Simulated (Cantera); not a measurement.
A perfectly stirred reactor is fed with H2 : O2 : N2 = 1 : 0.769 : 2.89 (molar parts), at 413 Torr; it is adiabatic with a 425 K inlet, and is followed from long to short residence time, starting on the burning branch (τ in s: 0.021, 0.013, 0.0078, 0.0048, 0.0029, 0.0018, 0.0011, 0.00066, 0.0004, 0.00024, 0.00015, 9.1e-05).

Model: GRI-Mech 3.0 (53 species, 325 reactions), integrated in Cantera.

Problem. What does this change do: inlet temperature 425 to 623 K?

Solution. 
| quantity | before | after |
|---|---|---|
| blow-out, bracketed by the residence times tried | burning at 91.0 µs, the shortest tried | burning at 91.0 µs, the shortest tried |
| x(H2) at τ = 21.0 ms | 0.00219 | 0.00276 |
| x(O2) at τ = 21.0 ms | 0.0634 | 0.0628 |
| x(NO2) at τ = 21.0 ms | 3.98e-8 | 1.48e-7 |
| x(HO2) at τ = 21.0 ms | 3.19e-6 | 3.22e-6 |
| x(H2O2) at τ = 21.0 ms | 1.47e-7 | 1.39e-7 |
| x(H2) at τ = 1.10 ms | 0.0109 | 0.0123 |
| x(O2) at τ = 1.10 ms | 0.0647 | 0.0641 |
| x(NO2) at τ = 1.10 ms | 5.16e-9 | 7.98e-9 |
| x(HO2) at τ = 1.10 ms | 1.29e-5 | 9.94e-6 |
| x(H2O2) at τ = 1.10 ms | 5.00e-7 | 3.43e-7 |

Problem. What does this change do: H2 1 to 0.72 parts?

Solution. 
```
quantity                                                                          before                                   after
------------------------------------------------  --------------------------------------  --------------------------------------
blow-out, bracketed by the residence times tried  burning at 91.0 µs, the shortest tried  burning at 91.0 µs, the shortest tried
x(H2) at τ = 21.0 ms                                                             0.00219                                0.000803
x(O2) at τ = 21.0 ms                                                              0.0634                                   0.101
x(NO2) at τ = 21.0 ms                                                            3.98e-8                                 6.20e-9
x(HO2) at τ = 21.0 ms                                                            3.19e-6                                 6.20e-6
x(H2O2) at τ = 21.0 ms                                                           1.47e-7                                 2.76e-7
x(H2) at τ = 1.10 ms                                                              0.0109                                 0.00488
x(O2) at τ = 1.10 ms                                                              0.0647                                   0.100
x(NO2) at τ = 1.10 ms                                                            5.16e-9                                 3.06e-9
x(HO2) at τ = 1.10 ms                                                            1.29e-5                                 2.30e-5
x(H2O2) at τ = 1.10 ms                                                           5.00e-7                                 1.07e-6
```
